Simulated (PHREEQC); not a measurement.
Brine: speciation

A solution holds 1.3 mol/kgw H2SO4 and 0.572 mol/kgw KCl, at 25 °C. Closed to the air; pH follows from the charge balance.

All values are PHREEQC results (Pitzer model, pitzer.dat), not measurements.

Precipitation was switched off in this run.

Problem. What pH, osmotic coefficient, density does the model give?

Solution. pH -0.35; osmotic coefficient 1.060; density 1.094 g/cm³.

Problem. In which forms is S present?

Solution. HSO4- 81 %, SO4-2 19 % of the S.

In brines, pH and single-ion activities rest on the MacInnes convention.
